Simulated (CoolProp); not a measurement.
Vapour-liquid equilibrium of dimethyl ether (1) + methanol (2) at 0.0507 MPa; x and y are mole fractions of (1).

The numbers come from the multi-fluid Helmholtz-energy mixture model, Wu 2011 and de Reuck 1993; pair parameters Bell 2016 in CoolProp.

Problem. Give the bubble temperature and the first vapour's composition at x = 0.35, 0.5, 0.95. Is there an azeotrope?

Solution. x = 0.35: -28.4 °C, y = 0.991; x = 0.5: -32.1 °C, y = 0.993; x = 0.95: -38.6 °C, y = 0.999. No azeotrope shows between x = 0.05 and 0.95.

Pair parameters are fitted to limited data, so mixtures are less certain than the pure fluids. With so large a gap from Raoult's law the liquid may split in two, which this calculation doesn't test in full.
